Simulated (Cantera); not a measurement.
Input: 1 mol Si, 0.0068 mol O₂, 320 mol H₂, a varied amount of H₂O, equilibrated at 2223.15 K and 6.10 Pa.

These are equilibrium values from Cantera (NASA tables, ideal gas, pure condensed phases), not measurements of a reactor. Candidate condensed phases: H₂O, Si, SiO₂; 18 gas species. The numbers say what is thermodynamically allowed, not how fast it happens.

**Question.** At 1.4 mol H₂O, list the 4 most abundant gas species with their mole fractions, and the condensed phases.

**Answer.** H 0.549, H₂ 0.448, SiO 0.00225, H₂O 0.000701. Condensed: gas only.
